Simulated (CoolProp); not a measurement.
The fluid at 298.15 K and 0.728 MPa expands adiabatically to 0.124 MPa with isentropic efficiency 0.85. The same conditions are run with several fluids, on thermodynamics alone (safety and materials aside).

The numbers come from the reference Helmholtz-energy equation of state of each fluid (propylene: Lemmon 2013; methane: Setzmann 1991; sulfur hexafluoride: Guder 2009; R13: Platzer 1990; carbon monoxide: Lemmon 2006) in CoolProp. The equations of Platzer and Polt are older, rougher fits.

```
fluid                work (kJ/kg)  final temperature (K)  final density (kg/m³)
-------------------  ------------  ---------------------  ---------------------
propylene              (withheld)                  236.5             (withheld)
methane                       187                  208.8                   1.15
sulfur hexafluoride    (withheld)                  256.8                   8.68
R13                    (withheld)                  241.4             (withheld)
carbon monoxide               104             (withheld)                   2.13
```

**Question.** What belongs in the gaps?

**Answer.** 
- propylene, work (kJ/kg): 72.1
- propylene, final density (kg/m³): 2.76
- sulfur hexafluoride, work (kJ/kg): 22.3
- R13, work (kJ/kg): 30.2
- R13, final density (kg/m³): 6.60
- carbon monoxide, final temperature (K): 197.0
